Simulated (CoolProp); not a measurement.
Model: reference Helmholtz-energy equation of state, Lemmon 2013, in CoolProp.

Question: Give the vapour pressure (bar), liquid density (kg/m³), vapour density (kg/m³), surface tension (mN/m) of saturated propylene at 14.05 °C.

Answer: 
```tsv
T (°C)	p (bar)	liquid density (kg/m³)	vapour density (kg/m³)	surface tension (mN/m)
14.05	8.70	525	18.3	8.34
```

Surface tension comes from a separate correlation (Mulero 2012).
